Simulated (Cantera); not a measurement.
A closed system holds: 1 mol BN, 920 mol H2, equilibrated at 1000 Pa.

Equilibrium computed with Cantera from the NASA thermochemical tables; the gas is ideal and each condensed phase is pure. Candidate condensed phases: B, BN; 15 gas species. Mutual solubility and eutectic melting of coexisting phases are not modelled. The tables' values for BH2 are old estimates; treat these amounts as uncertain. Kinetics and transport are ignored.

log p: log10 of the partial pressure in bar; n: condensed amount in mol.

```csv
T (K),log p H2,log p H,log p N2,log p BH2,n BN(s),n B(s)
823,-2.00,-12.13,<-14,<-14,1.00,0
898,-2.00,-10.96,<-14,<-14,1.00,0
973,-2.00,-9.97,-12.89,-13.10,1.00,0
1048,-2.00,-9.11,-11.79,-11.93,1.00,0
1123,-2.00,[?],[?],-10.89,1.000,0
1198,-2.00,-7.72,-10.11,-9.98,1.000,0
1273,-2.00,-7.15,-9.40,-9.20,1.000,0
1348,-2.00,[?],[?],-8.51,1.000,0
1423,-2.00,-6.18,-8.16,-7.89,0.999,0
1498,-2.00,-5.76,-7.62,-7.35,0.996,0
1573,-2.00,-5.39,-7.14,-6.85,0.987,0
1648,-2.00,-5.05,-6.69,-6.41,0.963,0
1723,-2.00,-4.74,-6.02,-6.14,0.823,0.108
1798,-2.00,-4.45,-5.39,-5.89,0.244,0.636
```

**Question.** Complete the blanks.

**Answer.** 
- 1348, log p H: -6.64
- 1348, log p N2: -8.74
- 1123, log p H: -8.37
- 1123, log p N2: -10.90
